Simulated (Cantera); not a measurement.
## toluene + NH₃ + H₂O (carbon deposition, reforming and gasification)

Input: 1 mol toluene, 0.47 mol NH₃, 1.8 mol H₂O, held at 900 K and 2.10 Torr.

These are equilibrium values from Cantera (NASA tables, ideal gas, pure condensed phases), not measurements of a reactor. Candidate condensed phases: C, C₆H₆, C₇H₈, C₈H₁₈, H₂O; 136 gas species. Equilibrium is a limit: real reactors are often held back by kinetics, nucleation or transport.

The x(H₂) is 0.761. The x(CO) comes out as 0.209 and the x(N₂) is 0.0276. The x(H₂O) comes out as 0.00108 and the x(CO₂) is 0.000682. The x(CH₄) comes out as 0.000506 and the n(C(graphite)) is 5.21 mol. The gas amount is 8.521 mol.
